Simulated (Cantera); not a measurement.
What does this Cantera script print?

```python
import numpy as np
import cantera as ct

surf = ct.Interface("diamond.yaml", "diamond_100")
gas, bulk = surf.adjacent["gas"], surf.adjacent["diamond"]
k = surf.kinetics_species_index(bulk.species_names[0])
cover = ["c6HH", "c6H*", "c6*H", "c6**", "c6HM", "c6B"]

rows, drift = [], 0.0
print(f"{'xH':>10s}{'um/h':>11s}" + "".join(f"{s:>11s}" for s in cover))
for v in [0.0001, 0.0002, 0.0004, 0.00081, 0.0016, 0.0033, 0.0065, 0.013, 0.026]:
    T, P, xH, xCH3 = 1100, 4600, v, 3.9e-05
    gas.TPX = T, P, {"H": xH, "CH3": xCH3, "CH4": 0.0051, "H2": 1 - xH - xCH3 - 0.0051}
    surf.TP = bulk.TP = T, P
    surf.coverages = "c6H*:0.1, c6HH:0.9"
    surf.advance_coverages(100.0)
    before = surf.coverages
    surf.advance_coverages(100.0)
    drift = max(drift, np.max(np.abs(surf.coverages - before) / (surf.coverages + 1e-9)))
    rate = surf.net_production_rates[k] * bulk.mean_molecular_weight / bulk.density * 3.6e9
    rows.append([rate, *surf[cover].coverages])
    print(f"{v:10.4g}{rate:11.4e}" + "".join(f"{x:11.3e}" for x in rows[-1][1:]))
```

Output:

```
        xH       um/h       c6HH       c6H*       c6*H       c6**       c6HM        c6B
    0.0001 5.7980e-02  5.997e-01  2.300e-02  3.645e-01  5.493e-03  4.274e-03  1.573e-10
    0.0002 1.2040e-01  5.587e-01  2.519e-02  3.992e-01  8.864e-03  4.843e-03  3.267e-10
    0.0004 2.2943e-01  5.346e-01  2.642e-02  4.187e-01  1.218e-02  5.006e-03  6.226e-10
   0.00081 4.0381e-01  5.215e-01  2.710e-02  4.293e-01  1.482e-02  4.628e-03  1.096e-09
    0.0016 6.2803e-01  5.152e-01  2.746e-02  4.350e-01  1.650e-02  3.783e-03  1.704e-09
    0.0033 8.8502e-01  5.123e-01  2.770e-02  4.384e-01  1.755e-02  2.644e-03  2.402e-09
    0.0065 1.0911e+00  5.112e-01  2.785e-02  4.403e-01  1.809e-02  1.673e-03  2.961e-09
     0.013 1.2401e+00  5.108e-01  2.798e-02  4.413e-01  1.840e-02  9.566e-04  3.365e-09
     0.026 1.3315e+00  5.107e-01  2.815e-02  4.418e-01  1.857e-02  5.151e-04  3.613e-09
```

Cantera simulation using the Harris–Goodwin 1993 mechanism for the reconstructed diamond (100) surface; the numbers are that mechanism's predictions, not measurements.
